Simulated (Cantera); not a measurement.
A closed system holds: 1 mol Fe3O4, 0.84 mol H2, 23 mol N2, held at 0.290 bar.

These are equilibrium values from Cantera (NASA tables, ideal gas, pure condensed phases), not measurements of a reactor. Candidate condensed phases: Fe, FeO, Fe(OH)2, Fe(OH)3, Fe2O3, Fe3O4, H2O; 27 gas species. Mutual solubility and eutectic melting of coexisting phases are not modelled. The tables' stoichiometric FeO is somewhat more stable than real wüstite, so its field is too wide. FeO: taken at fixed stoichiometry. Kinetics and transport are ignored.

**Question.** Which condensed phases are stable at each of these points (T (°C)): 927, 977, 1027, 1077, 1127, 1177, 1227, 1277, 1327, 1377, 1427, 1477?

**Answer.** 
| T (°C) | condensed phases | Fe condensed (%) |
|---|---|---|
| 927 | FeO(s) + Fe3O4(s) | 100.0 |
| 977 | FeO(s) + Fe3O4(s) | 100.0 |
| 1027 | FeO(s) + Fe3O4(s) | 100.0 |
| 1077 | FeO(s) + Fe3O4(s) | 100.0 |
| 1127 | FeO(s) + Fe3O4(s) | 100.0 |
| 1177 | FeO(s) + Fe3O4(s) | 100.0 |
| 1227 | FeO(s) + Fe3O4(s) | 100.0 |
| 1277 | FeO(s) + Fe3O4(s) | 100.0 |
| 1327 | FeO(s) + Fe3O4(s) | 100.0 |
| 1377 | FeO(l) + Fe3O4(s) | 100.0 |
| 1427 | FeO(l) + Fe3O4(s) | 100.0 |
| 1477 | FeO(l) + Fe3O4(s) | 100.0 |

From 927 °C to 1327 °C the condensed part is FeO(s) + Fe3O4(s). From 1377 °C to 1477 °C the condensed part is FeO(l) + Fe3O4(s).
